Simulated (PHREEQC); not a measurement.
Make-up at 25 °C: 0.0018 mol NaHCO3 and 0.046 mol Na2B4O7 per kg of water. Closed to the air; pH follows from the charge balance.

Model: Pitzer model, pitzer.dat, run in PHREEQC.

Task: The ionic strength comes out as 0.100 mol/kgw. What activity coefficients do CO3-2, B4O5(OH)4-2, B3O3(OH)4-, B(OH)4-, Na+ get?

Result: CO3-2 0.33, B4O5(OH)4-2 0.26, B3O3(OH)4- 0.63, B(OH)4- 0.73, Na+ 0.73. Single-ion values are on the MacInnes scale.

Precipitation was switched off in this run. Species that the database lacks are ignored.
